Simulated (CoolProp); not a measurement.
Computed with CoolProp (reference Helmholtz-energy equation of state, Setzmann 1991).

**Question.** Give the vapour pressure (MPa), vapour Z, surface tension (mN/m) of saturated methane at -87.15 °C.

**Answer.** 
| T (°C) | p (MPa) | vapour Z | surface tension (mN/m) |
|---|---|---|---|
| -87.15 | 3.99 | 0.482 | 0.378 |

Surface tension comes from a separate correlation (Mulero 2012).
